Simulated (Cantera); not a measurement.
**Boron, boron nitride and boron oxide: B2H6 + NH3**

Input: 1 mol B2H6, 5.7 mol NH3, equilibrated at 1000 Pa.

Equilibrium computed with Cantera from the NASA thermochemical tables; the gas is ideal and each condensed phase is pure. Candidate condensed phases: B, BN; 15 gas species. The feed counts by its element totals alone. Mutual solubility and eutectic melting of coexisting phases are not modelled. The tables' values for BH2 are old estimates; treat these amounts as uncertain. Rates play no part.

From 1575 °C to 1875 °C the condensed part is BN(s). At 1925 °C the condensed part is B(s) + BN(s). From 1975 °C to 2075 °C the condensed part is B(s). From 2125 °C to 2175 °C the condensed part is B(l).

```csv
T (°C),x H2,x N2,x H,x B,x BH2,x BH,n BN(s),n B(s),n B(l)
1575,0.857,0.138,0.00491,7.36e-8,1.33e-5,2.85e-8,2.00,0,0
1625,0.855,0.138,0.00723,2.92e-7,2.83e-5,9.17e-8,2.00,0,0
1675,0.852,0.137,0.0104,1.08e-6,5.77e-5,2.77e-7,2.00,0,0
1725,0.848,0.137,0.0148,3.72e-6,0.000113,7.91e-7,2.00,0,0
1775,0.842,0.137,0.0206,1.21e-5,0.000215,2.14e-6,2.00,0,0
1825,0.835,0.136,0.0281,3.72e-5,0.000394,5.52e-6,1.99,0,0
1875,0.826,0.136,0.0379,0.000108,0.000700,1.36e-5,1.99,0,0
1925,0.777,0.173,0.0491,0.000266,0.00102,2.77e-5,0.722,1.26,0
1975,0.743,0.192,0.0633,0.000521,0.00123,4.57e-5,0,1.97,0
2025,0.726,0.190,0.0816,0.000989,0.00150,7.43e-5,0,1.96,0
2075,0.705,0.187,0.104,0.00183,0.00180,0.000118,0,1.94,0
2125,0.680,0.184,0.130,0.00312,0.00201,0.000174,0,0,1.92
2175,0.651,0.181,0.161,0.00521,0.00222,0.000250,0,0,1.88
```
x: gas mole fraction; n: condensed amount in mol.
